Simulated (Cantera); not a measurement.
Input: 1 mol toluene, 2.6 mol NH₃, at 1.20 bar.

Method: chemical equilibrium by Gibbs-energy minimisation in Cantera with the NASA 1993 tables (ideal gas, pure condensed phases). Candidate condensed phases: C, C₆H₆, C₇H₈, C₈H₁₈; 92 gas species. Kinetics and transport are ignored.

x: gas mole fraction; n: condensed amount in mol.

```tsv
T (K)	x H₂	x CH₄	x N₂	x HCN	x H	x C₂H₂ (acetylene)	n C(graphite)
575	0.0550	0.704	0.241	4.03e-12	<1e-12	<1e-12	?
775	0.403	0.399	0.197	1.38e-8	<1e-12	<1e-12	?
975	0.759	0.0869	0.154	1.17e-6	9.10e-10	4.33e-10	?
1175	0.840	0.0162	0.144	1.95e-5	1.03e-7	5.35e-8	6.85
1375	0.854	0.00435	0.142	0.000140	2.89e-6	1.52e-6	6.96
1575	0.856	0.00160	0.141	0.000608	3.51e-5	1.81e-5	6.98
1775	0.857	0.000737	0.140	0.00188	0.000245	0.000122	6.97
1975	0.854	0.000397	0.139	0.00460	0.00115	0.000555	6.94
```

Question: What belongs in the gaps?

Answer: 
- 575, n C(graphite): 3.20
- 775, n C(graphite): 4.38
- 975, n C(graphite): 6.26
